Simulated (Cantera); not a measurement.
An isothermal, constant-pressure homogeneous reactor starts with CO : O2 : H2O : N2 = 0.0041 : 0.035 : 0.031 : 1 (molar parts), at 1375 K and 3.40 bar. Integrator tolerance rtol = 1e-08.

Model: GRI-Mech 3.0 (53 species, 325 reactions), integrated in Cantera.

**Question.** What does this change do: temperature 1375 to 1475 K?

**Answer.** 
```tsv
quantity	before	after
x(CO) at 100 s	7.54e-9 (gas-phase equilibrium 7.56e-9)	3.99e-8 (gas-phase equilibrium 4.00e-8)
x(O2) at 100 s	0.0308 (gas-phase equilibrium 0.0307)	0.0308 (gas-phase equilibrium 0.0306)
x(H2O) at 100 s	0.0290 (gas-phase equilibrium 0.0290)	0.0290 (gas-phase equilibrium 0.0290)
x(N2O) at 100 s	3.40e-8 (gas-phase equilibrium 3.39e-8)	5.63e-8 (gas-phase equilibrium 5.61e-8)
x(NO) at 100 s	1.51e-7 (gas-phase equilibrium 0.000263)	2.08e-6 (gas-phase equilibrium 0.000452)
x(NO2) at 100 s	8.67e-10 (gas-phase equilibrium 1.50e-6)	8.47e-9 (gas-phase equilibrium 1.84e-6)
x(H2) at 100 s	2.76e-8 (gas-phase equilibrium 2.76e-8)	1.21e-7 (gas-phase equilibrium 1.22e-7)
```
